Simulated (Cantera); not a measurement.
Input (Python, Cantera) and output of one run.

```python
import numpy as np
import cantera as ct

gas_names = """
    CL CL2 H HCL H2 Si SiCL SiCL2 SiCL3 SiCL4 SiH SiHCL3 SiH2 SiH2CL2 SiH3 SiH3CL SiH4 Si2 Si3
""".split()
cond_names = """
    Si(cr) Si(L)
""".split()


# ... load() reads the species with a 1 bar reference pressure and builds the phases ...
atoms = {
    'Si': {'Si': 1},
    'Cl2': {'CL': 2},
    'H2': {'H': 2},
}
top_T = {}  # K; cautious upper limits of use, not melting points


# ... equilibrate(T, P, feed) seeds the gas with the atoms and calls Mixture.equilibrate('TP', solver="vcs", rtol=1e-11, max_steps=5000) ...
results = []
feed = {'Si': 1, 'Cl2': 1, 'H2': 4.6}  # mol
P = 190000  # Pa
for T in [925, 1000, 1075, 1150, 1225, 1300, 1375, 1450]:
    mix = equilibrate(T, P, feed)
    results.append((T, P, feed, dict(zip(mix.species_names, mix.species_moles))))

top = {s: max(r[3][s] / sum(r[3][g] for g in gas_names) for r in results) for s in gas_names}
cols = sorted((s for s in top if top[s] > 0.001), key=lambda s: -top[s])[:6]
seen = [c for c in cond_names if any(r[3].get(c, 0) > 1e-12 for r in results)]
print("log10 of partial pressures in bar; condensed amounts in mol")
print(f"{'T/K':>10s}" + "".join(f"{s[:9]:>10s}" for s in cols + seen))
for T, P, feed, n in results:
    ng = sum(n[g] for g in gas_names)
    print(f"{T:10.4g}" + "".join(f"{np.log10(max(n[s] / ng * P / 1e5, 1e-99)):10.3f}" for s in cols)
          + "".join(f"{n.get(c, 0):10.4g}" for c in seen))
```

It prints:

```
log10 of partial pressures in bar; condensed amounts in mol
       T/K        H2       HCL     SiCL4    SiHCL3     SiCL2     SiCL3    Si(cr)
       925     0.225    -2.086    -0.930    -1.058    -4.239    -3.384    0.4384
      1000     0.224    -1.789    -0.934    -1.073    -3.571    -2.945    0.4445
      1075     0.222    -1.536    -0.944    -1.092    -3.003    -2.573    0.4531
      1150     0.218    -1.320    -0.963    -1.117    -2.516    -2.259    0.4639
      1225     0.213    -1.137    -0.999    -1.154    -2.100    -1.998    0.4753
      1300     0.206    -0.984    -1.057    -1.209    -1.747    -1.789    0.4845
      1375     0.197    -0.858    -1.149    -1.288    -1.454    -1.633    0.4876
      1450     0.188    -0.761    -1.285    -1.401    -1.220    -1.534    0.4819
```

Method: chemical equilibrium by Gibbs-energy minimisation in Cantera with the NASA 1993 tables (ideal gas, pure condensed phases). The tables' values for SiCl3 are old estimates; treat these amounts as uncertain.
